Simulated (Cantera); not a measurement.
Input (Python, Cantera) and output of one run.

```python
import numpy as np
import cantera as ct

gas_names = [...]  # 109 gases of nasa_gas.yaml made of C, Cl, H, Si
cond_names = """
    C(gr) C6H6(L) C7H8(L) C8H18(L),n-octa Si(cr) Si(L) SiC(b)
""".split()


# ... load() reads the species with a 1 bar reference pressure and builds the phases ...
atoms = {
    'CH3SiCl3': {'C': 1, 'H': 3, 'Si': 1, 'CL': 3},
    'C3H8': {'C': 3, 'H': 8},
    'H2': {'H': 2},
}
top_T = {'C(gr)': 4500, 'SiC(b)': 3050}  # K; cautious upper limits of use, not melting points


# ... equilibrate(T, P, feed) seeds the gas with the atoms and calls Mixture.equilibrate('TP', solver="vcs", rtol=1e-11, max_steps=5000) ...
results = []
feed = {'CH3SiCl3': 1, 'C3H8': 0.21, 'H2': 460}  # mol
P = 160  # Pa
for T in [1498, 1648, 1798, 1948, 2098, 2248, 2398]:
    mix = equilibrate(T, P, feed)
    results.append((T, P, feed, dict(zip(mix.species_names, mix.species_moles))))
    x = sorted(zip(gas.X, gas.species_names), reverse=True)
    print(f"T = {T:g} K  P = {P:g} Pa  gas = {mix.phase_moles(0):.4g} mol")
    print("   x: " + "  ".join(f"{s} {v:.3e}" for v, s in x if v > 1e-06))
    print("   condensed (mol): " + ("  ".join(f"{mix.phase(i).name} {mix.phase_moles(i):.4g}"
          for i in range(1, mix.n_phases) if mix.phase_moles(i) > 1e-12) or "none"))
```

It prints:

```
T = 1498 K  P = 160 Pa  gas = 463.9 mol
   x: H2 9.931e-01  HCL 6.462e-03  H 4.281e-04  C2H2,acetylene 8.751e-06  CH4 4.095e-06  CL 2.247e-06
   condensed (mol): C(gr) 0.6204  SiC(b) 0.9995
T = 1648 K  P = 160 Pa  gas = 464.4 mol
   x: H2 9.913e-01  HCL 6.445e-03  H 2.217e-03  C2H2,acetylene 4.434e-05  CL 1.130e-05  CH4 2.106e-06  Si 1.986e-06  SiCL2 1.836e-06
   condensed (mol): C(gr) 0.5897  SiC(b) 0.998
T = 1798 K  P = 160 Pa  gas = 465.9 mol
   x: H2 9.846e-01  H 8.734e-03  HCL 6.388e-03  C2H2,acetylene 1.699e-04  Si 4.601e-05  CL 4.339e-05  SiCL2 3.068e-06  SiH 2.095e-06  CH4 1.201e-06  SiCL 1.038e-06
   condensed (mol): C(gr) 0.4956  SiC(b) 0.9746
T = 1948 K  P = 160 Pa  gas = 470.7 mol
   x: H2 9.647e-01  H 2.775e-02  HCL 6.223e-03  Si 6.534e-04  C2H2,acetylene 5.199e-04  CL 1.342e-04  SiC2 2.108e-05  SiH 1.973e-05  Si2C 1.429e-05  SiCL 6.366e-06  SiCL2 4.605e-06  SiH2 3.402e-06
   condensed (mol): C(gr) 0.4602  SiC(b) 0.6527
T = 2098 K  P = 160 Pa  gas = 482.7 mol
   x: H2 9.168e-01  H 7.366e-02  HCL 5.857e-03  Si 1.855e-03  C2H2,acetylene 1.308e-03  CL 3.464e-04  SiC2 1.185e-04  SiH 3.871e-05  Si2C 2.210e-05  SiCL 8.600e-06  SiH2 3.762e-06  C2H 2.702e-06  SiCL2 1.824e-06
   condensed (mol): C(gr) 0.2364
T = 2248 K  P = 160 Pa  gas = 507.3 mol
   x: H2 8.239e-01  H 1.667e-01  HCL 5.154e-03  Si 1.818e-03  C2H2,acetylene 1.473e-03  CL 7.549e-04  SiC2 1.127e-04  SiH 2.666e-05  C2H 1.177e-05  SiCL 4.232e-06  Si2C 3.717e-06  C 1.617e-06  C3 1.550e-06  SiH2 1.531e-06  C4H2 1.076e-06
   condensed (mol): none
T = 2398 K  P = 160 Pa  gas = 554.6 mol
   x: H2 6.692e-01  H 3.222e-01  HCL 4.025e-03  Si 1.690e-03  CL 1.382e-03  C2H2,acetylene 1.316e-03  SiC2 9.175e-05  C2H 3.628e-05  SiH 1.717e-05  C 1.286e-05  C3 8.997e-06  SiCL 1.989e-06  C2 1.525e-06  C4H2 1.064e-06
   condensed (mol): none
```

Method: chemical equilibrium by Gibbs-energy minimisation in Cantera with the NASA 1993 tables (ideal gas, pure condensed phases). The feed counts by its element totals alone.
